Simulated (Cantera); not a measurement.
Input: 1 mol Si3N4, 0.38 mol N2O, 38 mol N2, equilibrated at 1650 °C.

Equilibrium computed with Cantera from the NASA thermochemical tables; the gas is ideal and each condensed phase is pure. Candidate condensed phases: Si, SiO2, Si2N2O, Si3N4; 16 gas species. Mutual solubility and eutectic melting of coexisting phases are not modelled. The numbers say what is thermodynamically allowed, not how fast it happens.

Question: What share of the Si ends up in condensed phases as a function of P (Pa), at 0.100, 1, 10, 100, 1000, 10000, 100000, 1000000?

Answer: 
| P (Pa) | Si condensed (%) | as |
|---|---|---|
| 0.100 | 0.0 | - |
| 1 | 0.0 | - |
| 10 | 0.0 | - |
| 100 | 62.4 | Si(l) |
| 1000 | 84.7 | Si(l) |
| 10000 | 87.1 | Si3N4(s) |
| 100000 | 99.0 | Si2N2O(s) + Si3N4(s) |
| 1000000 | 100.0 | Si2N2O(s) + Si3N4(s) |
